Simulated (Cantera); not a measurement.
Feed: 1 mol Ti(OiPr)4, 0.27 mol O2, equilibrated at 1250 K and 580 Pa.

Cantera equilibrium calculation (NASA polynomials, part measured and part estimated; ideal gas, pure solids and liquids). Candidate condensed phases: C, C6H6, C7H8, C8H18, H2O, Ti, TiC, TiO, TiO2, Ti2O3, Ti3O5, Ti4O7; 113 gas species. The feed counts by its element totals alone. TiC: taken at fixed stoichiometry. The numbers say what is thermodynamically allowed, not how fast it happens.

Base state: H2 0.755, CO 0.245, CH4 3.64e-5, H2O 1.61e-5 (mole fractions); condensed: C(graphite) + TiC(s).

### Question
What changes in the equilibrium state with this change: O2 from 0.27 to 3.2 mol?

### Answer
```json
[
 {"species": "H2", "before": "0.755", "after": "0.574"},
 {"species": "CO", "before": "0.245", "after": "0.426"},
 {"species": "H2O", "before": "1.61e-5", "after": "2.14e-5"},
 {"species": "CH4", "before": "3.64e-5", "after": "2.10e-5"},
 {"species": "CO2", "before": "3.35e-6", "after": "1.01e-5"},
 {"species": "C(graphite), mol", "before": "6.46", "after": "0.600"},
 {"species": "TiC(s), mol", "before": "1.00", "after": "1.00"}
]
```
